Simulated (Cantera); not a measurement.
A closed system holds: 1 mol (CH3)2SiCl2, 0.76 mol C2H4, 5.3 mol H2, at 0.0200 bar.

These are equilibrium values from Cantera (NASA tables, ideal gas, pure condensed phases), not measurements of a reactor. Candidate condensed phases: C, C6H6, C7H8, C8H18, Si, SiC; 109 gas species. The feed counts by its element totals alone. The tables' values for SiCl3, SiCl are old estimates; treat these amounts as uncertain. Kinetics and transport are ignored.

x: gas mole fraction; n: condensed amount in mol.

| T (K) | x H2 | x HCl | x H | x SiCl2 | x SiCl4 | x Cl | n C(graphite) | n SiC(s) |
|---|---|---|---|---|---|---|---|---|
| 1148 | 0.821 | 0.176 | 4.59e-7 | 0.000100 | 0.00205 | 8.67e-8 | 2.54 | 0.973 |
| 1223 | 0.817 | 0.182 | 1.92e-6 | 0.000190 | 0.000622 | 3.68e-7 | 2.53 | 0.989 |
| 1298 | 0.816 | 0.183 | 6.85e-6 | 0.000320 | 0.000200 | 1.30e-6 | 2.53 | 0.993 |
| 1373 | 0.816 | 0.183 | … | … | … | … | 2.53 | 0.993 |
| 1448 | 0.816 | 0.183 | 5.89e-5 | 0.000746 | 2.79e-5 | 1.08e-5 | 2.53 | 0.991 |
| 1523 | 0.816 | 0.182 | 0.000148 | 0.00106 | 1.20e-5 | 2.65e-5 | 2.53 | 0.988 |
| 1598 | 0.816 | 0.182 | 0.000340 | 0.00145 | 5.54e-6 | 5.99e-5 | 2.54 | 0.984 |
| 1673 | 0.816 | 0.181 | 0.000728 | 0.00192 | 2.73e-6 | 0.000126 | 2.54 | 0.979 |
| 1748 | 0.816 | 0.179 | 0.00146 | 0.00247 | 1.42e-6 | 0.000247 | 2.55 | 0.973 |
| 1823 | 0.816 | 0.178 | … | … | … | … | 2.55 | 0.966 |
| 1898 | 0.814 | 0.176 | 0.00499 | 0.00379 | 4.40e-7 | 0.000813 | 2.56 | 0.958 |
| 1973 | 0.811 | 0.173 | 0.00859 | 0.00453 | 2.58e-7 | 0.00137 | 2.56 | 0.949 |

Problem. Complete the blanks.

Solution. 
- 1823, x H: 0.00277
- 1823, x SiCl2: 0.00310
- 1823, x SiCl4: 7.75e-7
- 1823, x Cl: 0.000460
- 1373, x H: 2.13e-5
- 1373, x SiCl2: 0.000502
- 1373, x SiCl4: 7.12e-5
- 1373, x Cl: 3.96e-6
